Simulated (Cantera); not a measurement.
Input: 1 mol SiH₄, 0.27 mol O₃, 83 mol N₂, at 1473 K.

These are equilibrium values from Cantera (NASA tables, ideal gas, pure condensed phases), not measurements of a reactor. Candidate condensed phases: H₂O, Si, SiO₂, Si₂N₂O, Si₃N₄; 35 gas species. N₂ is the only nitrogen source here; it is nearly inert below about 1500 K, so the nitride shown seldom forms there in practice. Equilibrium is a limit: real reactors are often held back by kinetics, nucleation or transport.

### Question
At 26.0 Pa, list the 4 most abundant gas species with their mole fractions, and the condensed phases.

### Answer
N₂ 0.969, H₂ 0.0233, SiO 0.00726, H 0.000120. Condensed: Si₂N₂O(s).
